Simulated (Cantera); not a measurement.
Charge: 1 mol SiH4, 0.15 mol HCl, 14 mol H2, 0.03 mol CH4, equilibrated at 10000 Pa.

Equilibrium computed with Cantera from the NASA thermochemical tables; the gas is ideal and each condensed phase is pure. Candidate condensed phases: C, C6H6, C7H8, C8H18, Si, SiC; 109 gas species. Mutual solubility and eutectic melting of coexisting phases are not modelled. Gases not in the tables: Si2H6 and higher silanes. Equilibrium is a limit: real reactors are often held back by kinetics, nucleation or transport.

Over these rows the condensed part is Si(l) + SiC(s). Partial pressures as log10 of bar:

```csv
T (K),1000/T (1/K),log p Si2C,log p H2,log p H
2075,0.4819,-5.42,-1.01,-3.08
2125,0.4706,-5.11,-1.01,-2.94
2175,0.4598,?,-1.01,-2.82
2225,0.4494,-4.52,-1.02,-2.70
2275,0.4396,-4.25,-1.02,-2.58
2325,0.4301,-3.99,-1.03,-2.47
```

**Question.** Fit log p(Si2C) = a + b·(1000/T) to the five rows, give the apparent enthalpy, and predict the row at 2175 K.

**Answer.** Means: 1000/T = 0.4543, log p = -4.658. Sxy = -0.051238, Sxx = 0.0018532, so b = -27.65 and a = -4.658 − (-27.65)×0.4543 = 7.90.
Apparent enthalpy: −19.145 × (-27.65) = 529 kJ/mol. The condensed phases alone fix this pressure, through Si(l) + SiC(s) = Si2C(g), so the slope is that reaction's ΔH° and the other gases don't enter. The five rows lie within 0.01 of the line.
Prediction at 2175 K: 7.90 + (-27.65)×0.4598 = -4.81. The computed value is -4.81, 0.00 from the line.
